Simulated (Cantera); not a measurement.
Input: 1 mol SiCl₄, 300 mol H₂, 0.013 mol C₃H₈, equilibrated at 81.0 mbar.

Cantera equilibrium calculation (NASA polynomials, part measured and part estimated; ideal gas, pure solids and liquids). Candidate condensed phases: C, C₆H₆, C₇H₈, C₈H₁₈, Si, SiC; 109 gas species. Mutual solubility and eutectic melting of coexisting phases are not modelled. Gases not in the tables: Si₂H₆ and higher silanes. Equilibrium is a limit: real reactors are often held back by kinetics, nucleation or transport.

Which condensed phases are stable at each of these points (T (K)): 1600, 1675, 1750, 1825, 1900, 1975, 2050?


```csv
T (K),condensed phases,Si condensed (%)
1600,Si(s) + SiC(s),84.0
1675,Si(s) + SiC(s),82.9
1750,Si(l) + SiC(s),83.1
1825,Si(l) + SiC(s),82.3
1900,Si(l) + SiC(s),78.6
1975,Si(l) + SiC(s),68.8
2050,Si(l) + SiC(s),46.0
```

From 1600 K to 1675 K the condensed part is Si(s) + SiC(s). From 1750 K to 2050 K the condensed part is Si(l) + SiC(s).
